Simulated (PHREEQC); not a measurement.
Solution (25 °C): 0.0059 mol HF and 0.0022 mol KCl per kg of water. Closed to the air; pH follows from the charge balance.

Model: ion-association model, phreeqc.dat, run in PHREEQC.

This is a speciation only: nothing precipitates in the calculation.

Q: Predict the pH.

A: pH 2.78.

Q: In which forms is F present?

A: HF 69 %, F- 30 %, HF2- 0.9 % of the F.
